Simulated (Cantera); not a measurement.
Cantera run:

```python
import numpy as np
import cantera as ct

gas_names = """
    CL CL2 H HCL H2 N NH NH2 NH3 N2 N2H2 N2H4 Si SiCL SiCL2 SiCL3 SiCL4 SiH SiHCL3 SiH2 SiH2CL2 SiH3
    SiH3CL SiH4 SiN Si2 Si2N Si3
""".split()
cond_names = """
    NH4CL(a) NH4CL(b) Si(cr) Si(L) Si3N4(a)
""".split()


# ... load() reads the species with a 1 bar reference pressure and builds the phases ...
atoms = {
    'SiH4': {'Si': 1, 'H': 4},
    'HCl': {'H': 1, 'CL': 1},
    'N2': {'N': 2},
}
top_T = {'Si3N4(a)': 2400}  # K; cautious upper limits of use, not melting points


# ... equilibrate(T, P, feed) seeds the gas with the atoms and calls Mixture.equilibrate('TP', solver="vcs", rtol=1e-11, max_steps=5000) ...
results = []
feed = {'SiH4': 1, 'HCl': 0.058, 'N2': 12}  # mol
T = 873.15  # K
P = 100000  # Pa
mix = equilibrate(T, P, feed)
results.append((T, P, feed, dict(zip(mix.species_names, mix.species_moles))))
print(gas.report(threshold=1e-05))
for i in range(1, mix.n_phases):
    print(f"{mix.phase(i).name:16s} {mix.phase_moles(i):12.5e} mol")
```

Output:

```
       temperature   873.15 K
          pressure   1e+05 Pa
           density   0.33293 kg/m^3
  mean mol. weight   24.17 kg/kmol
   phase of matter   gas

                          1 kg             1 kmol
                     ---------------   ---------------
          enthalpy        6.9863e+05        1.6886e+07  J
   internal energy        3.9826e+05        9.6258e+06  J
           entropy            9032.3        2.1831e+05  J/K
    Gibbs function       -7.1879e+06       -1.7373e+08  J
 heat capacity c_p            1308.7             31632  J/K
 heat capacity c_v            964.74             23317  J/K

                      mass frac. Y      mole frac. X     chem. pot. / RT
                     ---------------   ---------------   ---------------
               HCL         0.0065337         0.0043315           -42.103
                H2          0.012448           0.14924           -19.081
               NH3        5.6611e-05        8.0341e-05           -40.967
                N2           0.98096           0.84635           -24.691
     [  +24 minor]        7.1576e-08        1.0349e-08

Si(cr)            0.00000e+00 mol
Si3N4(a)          3.33333e-01 mol
```

Cantera equilibrium calculation (NASA polynomials, part measured and part estimated; ideal gas, pure solids and liquids). N2 is the only nitrogen source here; it is nearly inert below about 1500 K, so the nitride shown seldom forms there in practice.
